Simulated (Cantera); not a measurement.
Standard-state values (1 bar) from the NASA 1993 polynomials, evaluated with Cantera. Values are per mole of reaction as written; species without (g) are pure solids or liquids, kept so even where they would boil at 1 bar.

Problem. Between 2075 and 2425 K, where is each reaction favourable under standard conditions?
- N2(g) + 2 V2O5 ⇌ 2 NO(g) + 4 VO2(g)

Solution. 
- N2(g) + 2 V2O5 ⇌ 2 NO(g) + 4 VO2(g): ΔG° is 584 kJ at 2075 K and 343 kJ at 2425 K; it stays positive (K < 1). ΔH° is 1992 kJ and ΔS° 680 J/K at 2425 K.
